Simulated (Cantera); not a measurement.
A Cantera script and its output.

```python
import numpy as np
import cantera as ct

gas = ct.Solution("gri30.yaml")
gas.TPX = 1000, 1333, {'H2': 0.0062, 'O2': 1}
reactor = ct.IdealGasConstPressureReactor(gas, energy="off", clone=False)
net = ct.ReactorNet([reactor])
net.rtol, net.atol = 1e-08, 1e-18
show = ['H2', 'O2', 'OH', 'H', 'HO2']
times = np.geomspace(1e-06, 200, 13)

steps = ct.SolutionArray(gas, extra=["t"])
rows = []
print(f"{'t/s':>10s}{'T/K':>9s}{'P/Pa':>11s}" + "".join(f"{s:>11s}" for s in show))
for t in times:
    while net.time < t:
        t_next = net.step()
        steps.append(gas.state, t=t_next)
    rows.append([np.interp(t, steps.t, y) for y in (steps.T, steps.P, *steps(*show).X.T)])
    print(f"{t:10.3e}{rows[-1][0]:9.1f}{rows[-1][1]:11.4g}" + "".join(f"{x:11.3e}" for x in rows[-1][2:]))
rate = np.gradient(steps.T, steps.t)
print("integrator steps:", len(steps.t))
if steps.T.max() > steps.T[0] + 200:
    print(f"time of steepest temperature rise: {steps.t[rate.argmax()]:.4e} s")
gas.TPX = 1000, 1333, {'H2': 0.0062, 'O2': 1}
gas.equilibrate("TP")
print(f"equilibrium (TP): T = {gas.T:.1f} K  " + "  ".join(f"{s} {gas[s].X[0]:.3e}" for s in show))
```

Result:

```
       t/s      T/K       P/Pa         H2         O2         OH          H        HO2
 1.000e-06   1000.0       1333  6.162e-03  9.938e-01  2.505e-16  5.915e-14  5.941e-14
 4.918e-06   1000.0       1333  6.162e-03  9.938e-01  5.531e-15  2.865e-13  2.922e-13
 2.418e-05   1000.0       1333  6.162e-03  9.938e-01  1.262e-13  1.309e-12  1.438e-12
 1.189e-04   1000.0       1333  6.162e-03  9.938e-01  2.368e-12  4.708e-12  7.097e-12
 5.848e-04   1000.0       1333  6.162e-03  9.938e-01  2.609e-11  1.121e-11  3.517e-11
 2.876e-03   1000.0       1333  6.162e-03  9.938e-01  2.979e-10  6.411e-11  1.787e-10
 1.414e-02   1000.0       1333  6.161e-03  9.938e-01  3.734e-07  7.358e-08  1.286e-08
 6.955e-02   1000.0       1333  2.273e-05  9.907e-01  1.981e-04  1.450e-04  1.317e-06
 3.420e-01   1000.0       1333  3.086e-06  9.932e-01  8.045e-05  1.177e-05  5.631e-07
 1.682e+00   1000.0       1333  2.048e-07  9.938e-01  2.192e-05  2.369e-07  1.244e-07
 8.270e+00   1000.0       1333  1.119e-08  9.938e-01  5.500e-06  3.662e-09  1.588e-08
 4.067e+01   1000.0       1333  9.094e-10  9.938e-01  1.653e-06  9.884e-11  1.885e-09
 2.000e+02   1000.0       1333  1.152e-10  9.938e-01  6.053e-07  4.861e-12  3.228e-10
integrator steps: 1684
equilibrium (TP): T = 1000.0 K  H2 4.724e-12  O2 9.938e-01  OH 1.245e-07  H 4.300e-14  HO2 2.524e-10
```

Computed with Cantera and GRI-Mech 3.0 (53 species, 325 reactions). Radical loss at walls, strong at low pressure, is not modelled.
